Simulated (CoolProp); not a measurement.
A Linde-Hampson liquefier for normal hydrogen: isothermal reversible compression at 300 K from 1 atm to 30 MPa, throttling to 1 atm, return gas leaving the recuperator 10 K below the feed. Each further row changes one setting.

Values from CoolProp's reference Helmholtz-energy equation of state, Leachman 2009.

```tsv
case	compression work (kJ/kg of gas)
as stated	7270
high pressure 60 MPa	8360
warm-end temperature 330 K	7970
warm-end gap 15 K	7270
```
